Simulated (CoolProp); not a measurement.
Computed with CoolProp (reference Helmholtz-energy equation of state, Lemmon 2003). It is a pseudo-pure fit of the blend.

For R404A, give the phase and the density (kg/m³), cp (kJ/(kg K)), speed of sound (m/s), expansivity (1/kK) at 302.2 K and 8.18 bar.


- 302.2 K and 8.18 bar: gas; density 37.0, cp 1.02, speed of sound 150, expansivity 5.59
